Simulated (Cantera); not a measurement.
Input (Python, Cantera):

```python
import numpy as np
import cantera as ct

gas = ct.Solution("gri30.yaml")
gas.TPX = 625, 500000, {'CH4': 1, 'H2': 0.13, 'O2': 1.59, 'N2': 3.97}
flame = ct.FreeFlame(gas, width=0.013)
flame.set_refine_criteria(ratio=3, slope=0.08, curve=0.16)
flame.transport_model = "mixture-averaged"
flame.solve(loglevel=0, auto=True)
z, T = flame.grid, flame.T
thick = (T[-1] - T[0]) / np.gradient(T, z).max()
show = ['CH4', 'H2', 'O2', 'C2H', 'HO2', 'C2H6']
print(f"laminar burning velocity  {flame.velocity[0] * 100:.3f} cm/s")
print(f"burnt temperature         {T[-1]:.1f} K")
print(f"thermal thickness         {thick * 1e3:.4f} mm")
print(f"grid points               {len(z)}")
z0 = z[flame.heat_release_rate.argmax()]
print(f"{'z/mm':>9s}{'T/K':>9s}{'u/(m/s)':>9s}" + "".join(f"{s:>11s}" for s in show))
rows = []
for k in (-3, -2, -1.5, -1, -0.5, -0.25, 0, 0.25, 0.5, 1, 2, 4, 8):
    zz = z0 + k * thick
    rows.append([k * thick, np.interp(zz, z, T), np.interp(zz, z, flame.velocity),
                 *(np.interp(zz, z, flame.X[gas.species_index(s)]) for s in show)])
    print(f"{rows[-1][0] * 1e3:9.3f}{rows[-1][1]:9.1f}{rows[-1][2]:9.3f}" + "".join(f"{x:11.3e}" for x in rows[-1][3:]))
```

It prints:

```
laminar burning velocity  141.869 cm/s
burnt temperature         2626.6 K
thermal thickness         0.0648 mm
grid points               152
     z/mm      T/K  u/(m/s)        CH4         H2         O2        C2H        HO2       C2H6
   -0.194    625.3    1.422  1.492e-01  2.100e-02  2.373e-01  1.423e-23  1.575e-07  5.559e-08
   -0.130    628.8    1.434  1.484e-01  2.423e-02  2.363e-01  1.813e-20  2.164e-06  1.212e-06
   -0.097    642.9    1.472  1.465e-01  2.834e-02  2.345e-01  3.715e-18  1.163e-05  9.598e-06
   -0.065    740.8    1.715  1.378e-01  3.673e-02  2.260e-01  9.793e-15  8.817e-05  1.342e-04
   -0.032   1266.6    3.004  9.513e-02  5.049e-02  1.758e-01  1.070e-09  2.869e-04  1.504e-03
   -0.016   1748.1    4.219  5.256e-02  5.762e-02  1.193e-01  1.774e-07  2.956e-04  1.507e-03
    0.000   2172.4    5.323  1.528e-02  6.044e-02  5.926e-02  3.963e-06  1.149e-04  1.810e-04
    0.016   2387.1    5.873  2.285e-03  5.741e-02  2.351e-02  6.664e-06  2.564e-05  3.923e-06
    0.032   2460.0    6.042  2.597e-04  5.435e-02  9.541e-03  2.072e-06  8.400e-06  6.122e-08
    0.065   2506.2    6.127  4.047e-06  5.318e-02  3.126e-03  5.608e-08  3.435e-06  1.797e-11
    0.130   2549.4    6.211  6.474e-09  5.348e-02  1.690e-03  1.247e-10  2.017e-06  6.018e-17
    0.259   2590.3    6.296  2.670e-12  5.326e-02  1.031e-03  2.942e-14  1.151e-06  2.578e-21
    0.518   2617.3    6.352  1.883e-12  5.302e-02  6.483e-04  1.897e-17  6.705e-07  3.772e-24
```

Computed with Cantera and GRI-Mech 3.0 (53 species, 325 reactions). Burning velocities carry a grid error of a few per cent, more on coarse grids.
